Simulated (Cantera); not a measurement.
A perfectly stirred reactor is fed with 50.9 % H2, 29.9 % O2, 18.0 % N2, 1.26 % H2O, equivalence ratio 0.85, at 13300 Pa; it is held at 1175 K, and followed from long to short residence time.

Computed with Cantera and the H2/O2 subset of GRI-Mech 3.0, which has no nitrogen chemistry. The temperature is held fixed by assumption; the heat of reaction is taken as removed at once.

Question: Predict: x(H2) at τ = 20.0 s; x(O2) at τ = 20.0 s; x(H2O) at τ = 20.0 s; x(HO2) at τ = 20.0 s; x(H) at τ = 20.0 s; x(H2) at τ = 57.0 ms; x(O2) at τ = 57.0 ms; x(H2O) at τ = 57.0 ms; x(HO2) at τ = 57.0 ms; x(H) at τ = 57.0 ms.

Answer: 
```
Item                     Result
---------------------  --------
x(H2) at τ = 20.0 s    0.000149
x(O2) at τ = 20.0 s      0.0602
x(H2O) at τ = 20.0 s      0.699
x(HO2) at τ = 20.0 s    2.58e-6
x(H) at τ = 20.0 s      3.81e-6
x(H2) at τ = 57.0 ms    0.00671
x(O2) at τ = 57.0 ms     0.0629
x(H2O) at τ = 57.0 ms     0.687
x(HO2) at τ = 57.0 ms   2.50e-5
x(H) at τ = 57.0 ms     0.00128
```
